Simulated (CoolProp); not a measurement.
Nitrogen at 298.15 K and 4.54 MPa flows at 4.9 m/s in a round tube of 20 mm bore and 45 µm roughness, fully developed (64/Re and Nu = 3.66 if laminar; Colebrook and Gnielinski if turbulent). Each further row changes one setting.

The numbers come from the reference Helmholtz-energy equation of state, Span 2000 in CoolProp.

| case | Reynolds number | Darcy friction factor | pressure drop (Pa/m) | heat-transfer coefficient (W/(m² K)) | mass flow (kg/h) |
|---|---|---|---|---|---|
| as stated | 272000 | ? | ? | ? | ? |
| velocity 9.8 m/s | 544000 | ? | ? | ? | 571 |
| diameter 40 mm | 544000 | 0.0207 | 320 | 823 | 1140 |

### Question
What belongs in the gaps?

### Answer

- as stated, Darcy friction factor: 0.0248
- as stated, pressure drop (Pa/m): 766
- as stated, heat-transfer coefficient (W/(m² K)): 995
- as stated, mass flow (kg/h): 286
- velocity 9.8 m/s, Darcy friction factor: 0.0245
- velocity 9.8 m/s, pressure drop (Pa/m): 3030
- velocity 9.8 m/s, heat-transfer coefficient (W/(m² K)): 1970

Viscosity comes from a separate model (Lemmon 2004). Thermal conductivity comes from a separate model (Lemmon 2004).
